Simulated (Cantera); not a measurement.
A closed system holds: 1 mol B2H6, 2.4 mol H2, held at 1973 K and 0.000640 bar.

Equilibrium computed with Cantera from the NASA thermochemical tables; the gas is ideal and each condensed phase is pure. Candidate condensed phases: B; 7 gas species. The feed counts by its element totals alone. The tables' values for BH2 are old estimates; treat these amounts as uncertain. Rates play no part.

Base state: H2 0.948, H 0.0519, BH2 0.000379, B 0.000132 (mole fractions); condensed: B(s).

Question: What changes in the equilibrium state with this change: pressure from 0.000640 bar to 0.0133 bar?

Answer: 
| species | before | after |
|---|---|---|
| H2 | 0.948 | 0.988 |
| H | 0.0519 | 0.0116 |
| BH2 | 0.000379 | 0.000395 |
| B | 0.000132 | 6.34e-6 |
| B(s), mol | 2.00 | 2.00 |
